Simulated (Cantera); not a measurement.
Input: 1 mol HMDSO, a varied amount of NO, at 500 °C and 1000 Pa.

Equilibrium computed with Cantera from the NASA thermochemical tables; the gas is ideal and each condensed phase is pure. Candidate condensed phases: C, C6H6, C7H8, C8H18, H2O, Si, SiC, SiO2, Si2N2O, Si3N4; 151 gas species. The feed counts by its element totals alone. Kinetics and transport are ignored.

**Question.** Which condensed phases are stable at each of these points (n(NO) (mol)): 2, 2.3, 2.7, 3.1, 3.6, 4.2, 4.9, 5.7, 6.6, 7.6, 8.9, 10?

**Answer.** 
| n(NO) (mol) | condensed phases | Si condensed (%) |
|---|---|---|
| 2 | C(graphite) + SiO2(α-quartz) + Si2N2O(s) | 100.0 |
| 2.3 | C(graphite) + SiO2(α-quartz) + Si2N2O(s) | 100.0 |
| 2.7 | C(graphite) + SiO2(α-quartz) + Si2N2O(s) | 100.0 |
| 3.1 | C(graphite) + SiO2(α-quartz) | 100.0 |
| 3.6 | C(graphite) + SiO2(α-quartz) | 100.0 |
| 4.2 | C(graphite) + SiO2(α-quartz) | 100.0 |
| 4.9 | C(graphite) + SiO2(α-quartz) | 100.0 |
| 5.7 | C(graphite) + SiO2(α-quartz) | 100.0 |
| 6.6 | C(graphite) + SiO2(α-quartz) | 100.0 |
| 7.6 | C(graphite) + SiO2(α-quartz) | 100.0 |
| 8.9 | C(graphite) + SiO2(α-quartz) | 100.0 |
| 10 | C(graphite) + SiO2(α-quartz) | 100.0 |

From 2 mol NO to 2.7 mol NO the condensed part is C(graphite) + SiO2(α-quartz) + Si2N2O(s). From 3.1 mol NO to 10 mol NO the condensed part is C(graphite) + SiO2(α-quartz).
